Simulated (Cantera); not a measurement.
# Counterflow diffusion flame

A counterflow diffusion flame at 750 Torr, nozzles 20 mm apart: fuel side CH4 : CO = 1 : 0.76 (molar parts) at 400 K, oxidiser side O2 : N2 = 0.27 : 0.73 (molar parts) at 300 K, fuel mass flux 0.69 times the oxidiser's; mixture-averaged transport, no radiation.

Model: GRI-Mech 3.0 (53 species, 325 reactions), integrated in Cantera. GRI-Mech 3.0 has no aromatics or soot, which form on the fuel side of real flames. The maximum strain rate includes the flame's own expansion and is several times the mean.

```json
[
 {"oxidiser flux (kg/m²/s)": "0.25", "max strain (1/s)": "149", "mean strain (1/s)": "24.2", "T max (K)": "2283", "peak x OH": "0.0116", "peak x H": "0.00510", "peak x NO": "0.000446", "peak x CO": "0.432", "peak x C2H2": "0.0143"},
 {"oxidiser flux (kg/m²/s)": "0.37", "max strain (1/s)": "207", "mean strain (1/s)": "35.9", "T max (K)": "2258", "peak x OH": "0.0117", "peak x H": "0.00545", "peak x NO": "0.000397", "peak x CO": "0.432", "peak x C2H2": "0.0136"},
 {"oxidiser flux (kg/m²/s)": "0.54", "max strain (1/s)": "287", "mean strain (1/s)": "52.4", "T max (K)": "2237", "peak x OH": "0.0117", "peak x H": "0.00579", "peak x NO": "0.000356", "peak x CO": "0.432", "peak x C2H2": "0.0130"},
 {"oxidiser flux (kg/m²/s)": "0.8", "max strain (1/s)": "406", "mean strain (1/s)": "77.6", "T max (K)": "2217", "peak x OH": "0.0116", "peak x H": "0.00613", "peak x NO": "0.000317", "peak x CO": "0.432", "peak x C2H2": "0.0123"},
 {"oxidiser flux (kg/m²/s)": "1.2", "max strain (1/s)": "586", "mean strain (1/s)": "116", "T max (K)": "2199", "peak x OH": "0.0116", "peak x H": "0.00651", "peak x NO": "0.000280", "peak x CO": "0.432", "peak x C2H2": "0.0117"},
 {"oxidiser flux (kg/m²/s)": "1.7", "max strain (1/s)": "804", "mean strain (1/s)": "165", "T max (K)": "2181", "peak x OH": "0.0114", "peak x H": "0.00680", "peak x NO": "0.000245", "peak x CO": "0.432", "peak x C2H2": "0.0110"},
 {"oxidiser flux (kg/m²/s)": "2.5", "max strain (1/s)": "1150", "mean strain (1/s)": "242", "T max (K)": "2158", "peak x OH": "0.0111", "peak x H": "0.00706", "peak x NO": "0.000205", "peak x CO": "0.432", "peak x C2H2": "0.0103"},
 {"oxidiser flux (kg/m²/s)": "3.7", "max strain (1/s)": "1650", "mean strain (1/s)": "359", "T max (K)": "2131", "peak x OH": "0.0106", "peak x H": "0.00724", "peak x NO": "0.000162", "peak x CO": "0.432", "peak x C2H2": "0.00937"},
 {"oxidiser flux (kg/m²/s)": "5.5", "max strain (1/s)": "2380", "mean strain (1/s)": "533", "T max (K)": "2096", "peak x OH": "0.00988", "peak x H": "0.00722", "peak x NO": "0.000116", "peak x CO": "0.432", "peak x C2H2": "0.00808"}
]
```
x: mole fraction; the columns are a selection and need not sum to one.
